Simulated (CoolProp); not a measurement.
R1234ze(Z) along the isobar 9.45 MPa: fugacity coefficient from the reference equation and from simpler models built on Tc = 150.1 °C, pc = 3.531 MPa, ω = 0.327; each cubic takes its own stable root.

Values from CoolProp's reference Helmholtz-energy equation of state, Akasaka 2019.

| T (°C) | phase | reference |
|---|---|---|
| 9.65 | liquid | 0.01452 |
| 13.45 | liquid | 0.01667 |
| 17.35 | liquid | 0.01912 |
| 21.15 | liquid | 0.02176 |
| 25.05 | liquid | 0.02473 |
| 28.85 | liquid | 0.02790 |
| 32.75 | liquid | 0.03145 |
| 36.55 | liquid | 0.03521 |
| 40.35 | liquid | 0.03928 |
| 44.25 | liquid | 0.04379 |
| 48.05 | liquid | 0.04851 |
| 51.95 | liquid | 0.05371 |
| 55.75 | liquid | 0.05912 |
| 59.65 | liquid | 0.06504 |
| 63.45 | liquid | 0.07118 |

Question: How far does each simpler model (Redlich-Kwong, Soave-Redlich-Kwong) lie from the reference over these 15 states: mean and median of the absolute difference, and the worst?

Answer: 
- Redlich-Kwong: mean 84.9 %, median 82.8 %, worst +120.5 % at 9.65 °C and 9.45 MPa
- Soave-Redlich-Kwong: mean 10.6 %, median 10.7 %, worst +11.8 % at 63.45 °C and 9.45 MPa
